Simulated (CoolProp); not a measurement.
Vapour-liquid equilibrium of R114 (1) + n-heptane (2) at 337.8 K; x and y are mole fractions of (1).

Computed with CoolProp (multi-fluid Helmholtz-energy mixture model, Platzer 1990 and Span 2003; pair parameters Bell 2016). This equation is an older, rougher fit; its heat capacities, sound speeds and derivatives of the liquid may be far off and weren't checked against measurements.

Question: Give the bubble pressure and the first vapour's composition at x = 0.35, 0.85, 0.95. Is there an azeotrope?

Answer: x = 0.35: 3.008 bar, y = 0.913; x = 0.85: 5.594 bar, y = 0.981; x = 0.95: 6.177 bar, y = 0.993. No azeotrope shows between x = 0.05 and 0.95.

The pair parameters rest on a limited set of measurements; away from them the model extrapolates.
